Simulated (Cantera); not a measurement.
A freely propagating, adiabatic, planar premixed flame of CH₄ : CO : O₂ : N₂ = 1 : 0.1 : 1.86 : 8.01 (molar parts), unburnt at 625 K and 7500 Torr; mixture-averaged transport, grid criteria slope 0.08 and curve 0.16, no radiation.

Computed with Cantera and GRI-Mech 3.0 (53 species, 325 reactions). Burning velocities carry a grid error of a few per cent, more on coarse grids.

Q: Predict: laminar burning velocity; thermal thickness; peak x(H); peak x(C₂H₄); peak x(HCN).

A: 
```
Quantity                     Result
------------------------  ---------
laminar burning velocity  45.4 cm/s
thermal thickness         0.0757 mm
peak x(H)                   0.00241
peak x(C₂H₄)               0.000932
peak x(HCN)                 1.11e-5
```
